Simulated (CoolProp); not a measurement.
R134a along the isotherm 135.15 °C: fugacity coefficient from the reference equation and from simpler models built on Tc = 101.1 °C, pc = 4.059 MPa, ω = 0.327; each cubic takes its own stable root.

Values from CoolProp's reference Helmholtz-energy equation of state, Tillner-Roth 1994.

```
p (MPa)          phase   reference  Redlich-Kwong  Soave-Redlich-Kwong  Peng-Robinson
-------  -------------  ----------  -------------  -------------------  -------------
0.128              gas      0.9919         0.9917               0.9922         0.9911
0.2                gas      0.9874         0.9870               0.9878         0.9861
0.311              gas      0.9804         0.9798               0.9810         0.9784
0.485              gas      0.9695         0.9687               0.9705         0.9664
0.755              gas      0.9526         0.9514               0.9542         0.9481
1.17               gas      0.9270     (withheld)               0.9295         0.9203
1.83               gas      0.8869         0.8840               0.8908     (withheld)
2.85               gas      0.8261         0.8218           (withheld)         0.8133
4.44     supercritical      0.7341         0.7270               0.7445         0.7191
6.91     supercritical  (withheld)         0.5874               0.6176         0.5885
10.8     supercritical      0.4565         0.4561               0.4887         0.4584
16.7     supercritical      0.3636         0.3731               0.4042         0.3709
26.1     supercritical      0.3120         0.3308               0.3616         0.3215
40.6     supercritical      0.3032         0.3338               0.3676         0.3128
```

**Question.** Fill in the missing entries.

**Answer.** 
- 1.17, Redlich-Kwong: 0.9251
- 1.83, Peng-Robinson: 0.8773
- 2.85, Soave-Redlich-Kwong: 0.8325
- 6.91, reference: 0.5985
